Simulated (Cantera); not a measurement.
## Pyrogenic steam for wet oxidation

A perfectly stirred reactor is fed with H2 : O2 : N2 = 1.4 : 1 : 10 (molar parts), equivalence ratio 0.70, at 195 Torr; it is held at 1400 K, and followed from long to short residence time.

Cantera simulation using the H2/O2 subset of GRI-Mech 3.0, which has no nitrogen chemistry; the numbers are that mechanism's predictions, not measurements. The temperature is held fixed by assumption; the heat of reaction is taken as removed at once.

| τ (s) | x H2 | x O2 | x H2O | x H2O2 | x O |
|---|---|---|---|---|---|
| 3.4 | 0.000115 | 0.0256 | 0.119 | 6.90e-8 | 4.38e-5 |
| 0.80 | 0.000302 | 0.0256 | 0.119 | 1.31e-7 | 0.000116 |
| 0.19 | 0.000774 | 0.0257 | 0.118 | 2.30e-7 | 0.000303 |
| 0.044 | 0.00195 | 0.0261 | 0.116 | 3.72e-7 | 0.000788 |
| 0.010 | 0.00456 | 0.0272 | 0.111 | 5.26e-7 | 0.00199 |
| 0.0024 | 0.00895 | 0.0297 | 0.101 | 6.18e-7 | 0.00444 |
| 0.00057 | 0.0148 | 0.0337 | 0.0856 | 6.22e-7 | 0.00828 |
x: mole fraction; the columns are a selection and need not sum to one.
